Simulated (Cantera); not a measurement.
A closed system holds: 1 mol CO, 0.06 mol H₂O, 0.25 mol N₂, 0.25 mol CO₂, equilibrated at 27800 Torr.

Cantera equilibrium calculation (NASA polynomials, part measured and part estimated; ideal gas, pure solids and liquids). Candidate condensed phases: C, C₆H₆, C₇H₈, C₈H₁₈, H₂O; 136 gas species. The ideal-gas law is rough above about 30 bar. Kinetics and transport are ignored.

log p: log10 of the partial pressure in bar; n: condensed amount in mol.

```csv
T (K),log p CO,log p CO₂,log p N₂,log p H₂,log p H₂O,log p CH₄,log p H,n C(graphite)
1175,1.28,1.00,0.80,-0.05,-0.22,-1.81,[?],0.104
1325,1.36,0.84,0.77,-0.04,-0.29,-2.79,[?],0
1475,1.36,0.83,0.77,-0.09,-0.22,-3.90,[?],0
1625,1.36,0.82,0.77,-0.13,-0.17,-4.81,[?],0
1775,1.36,0.82,0.77,-0.16,-0.13,-5.56,[?],0
1925,1.36,0.82,0.77,-0.19,-0.11,-6.19,[?],0
2075,1.36,0.81,0.77,-0.22,-0.09,-6.73,[?],0
```

Task: What belongs in the gaps?

Result: 
- 1175, log p H: -6.93
- 1325, log p H: -5.81
- 1475, log p H: -4.93
- 1625, log p H: -4.21
- 1775, log p H: -3.62
- 1925, log p H: -3.12
- 2075, log p H: -2.69
